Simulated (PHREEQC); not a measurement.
A solution holds 0.02 mol/kgw HF, 0.039 mol/kgw (CH3)4NF, 1.6e-05 mol/kgw H4SiO4 and 3.5e-05 mol/kgw HCl, at 20 °C. Closed to the air; pH follows from the charge balance.

Model: ion-association model, wateq4f.dat, run in PHREEQC.

Each row changes one thing in this solution. Precipitation was switched off in this run.

```tsv
case	pH	ionic strength (mol/kgw)	F- (mol/kgw)	HF (mol/kgw)	HF2- (mol/kgw)	H2F2 (mol/kgw)	SI of Quartz (SiO2)
as made	3.42	0.0394	0.0372	0.0158	0.00218	0.000783	-8.67
HF from 0.02 to 0.1 mol/kgw	2.76	0.0410	0.0331	0.0642	0.00788	(withheld)	(withheld)
temperature from 20 to 30 °C	3.49	0.0394	0.0369	0.0161	(withheld)	0.000567	-8.13
(CH3)4NF from 0.039 to 0.39 mol/kgw	4.60	0.390	0.378	0.00774	0.0118	(withheld)	-9.71
diluted 10-fold with water	3.52	0.00423	0.00419	0.00163	2.52e-5	8.29e-6	(withheld)
```

**Question.** Complete the blanks.

**Answer.** 
- HF from 0.02 to 0.1 mol/kgw, H2F2 (mol/kgw): 0.0129
- HF from 0.02 to 0.1 mol/kgw, SI of Quartz (SiO2): -11.00
- temperature from 20 to 30 °C, HF2- (mol/kgw): 0.00238
- (CH3)4NF from 0.039 to 0.39 mol/kgw, H2F2 (mol/kgw): 0.000204
- diluted 10-fold with water, SI of Quartz (SiO2): -3.73

Complexes and solids missing from the database can't appear. (CH3)4N+ isn't in the database: it is added as a free cation with an ion size of 4 Å. SiF6-2 is the database's only silicon fluoride.
